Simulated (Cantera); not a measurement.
A perfectly stirred reactor is fed with H2 : O2 = 0.017 : 4.1 (molar parts), at 0.0133 bar; it is held at 1075 K, and followed from long to short residence time.

Cantera simulation using the H2/O2 subset of GRI-Mech 3.0, which has no nitrogen chemistry; the numbers are that mechanism's predictions, not measurements. Radical loss at walls, strong at low pressure, is not modelled.

One state of this run: x H2 = 4.65e-5; x O2 = 0.995; x HO2 = 4.08e-7; x H = 1.36e-5; x OH = 0.000124; x O = 0.000765. x: mole fraction; the columns are a selection and need not sum to one.

### Question
Which value of τ (s) does it belong to?
(A) 0.49
(B) 0.062
(C) 3.9
(D) 1.4

### Answer
D, 1.4
